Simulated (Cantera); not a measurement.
Standard-state values (1 bar) from the NASA 1993 polynomials, evaluated with Cantera. Values are per mole of reaction as written; species without (g) are pure solids or liquids, kept so even where they would boil at 1 bar. VN: taken at fixed stoichiometry.

2 O2(g) + VN = NO2(g) + VO2(g), with ΔH° = 18.7 kJ and ΔS° = 57.8 J/K at 300 K.

Task: How far is the shortcut ΔG° ≈ ΔH°(300 K) − T·ΔS°(300 K) from the full temperature-dependent value at 1098, 1148, 1198, 1248, 1298, 1348, 1398, 1448, 1498, 1548, 1598 K?

Result: 
```json
[
 {"T (K)": "1098", "shortcut (kJ)": "-44.7", "full (kJ)": "-35.5", "difference (kJ)": "-9.2", "difference in log10 K": "0.44"},
 {"T (K)": "1148", "shortcut (kJ)": "-47.6", "full (kJ)": "-37.4", "difference (kJ)": "-10.2", "difference in log10 K": "0.46"},
 {"T (K)": "1198", "shortcut (kJ)": "-50.5", "full (kJ)": "-39.3", "difference (kJ)": "-11.2", "difference in log10 K": "0.49"},
 {"T (K)": "1248", "shortcut (kJ)": "-53.4", "full (kJ)": "-41.2", "difference (kJ)": "-12.2", "difference in log10 K": "0.51"},
 {"T (K)": "1298", "shortcut (kJ)": "-56.3", "full (kJ)": "-43.0", "difference (kJ)": "-13.3", "difference in log10 K": "0.54"},
 {"T (K)": "1348", "shortcut (kJ)": "-59.2", "full (kJ)": "-44.8", "difference (kJ)": "-14.4", "difference in log10 K": "0.56"},
 {"T (K)": "1398", "shortcut (kJ)": "-62.1", "full (kJ)": "-46.6", "difference (kJ)": "-15.5", "difference in log10 K": "0.58"},
 {"T (K)": "1448", "shortcut (kJ)": "-65.0", "full (kJ)": "-48.3", "difference (kJ)": "-16.7", "difference in log10 K": "0.60"},
 {"T (K)": "1498", "shortcut (kJ)": "-67.9", "full (kJ)": "-50.0", "difference (kJ)": "-17.9", "difference in log10 K": "0.62"},
 {"T (K)": "1548", "shortcut (kJ)": "-70.7", "full (kJ)": "-51.6", "difference (kJ)": "-19.1", "difference in log10 K": "0.64"},
 {"T (K)": "1598", "shortcut (kJ)": "-73.6", "full (kJ)": "-53.3", "difference (kJ)": "-20.4", "difference in log10 K": "0.67"}
]
```
The shortcut ignores the heat-capacity change of the reaction.
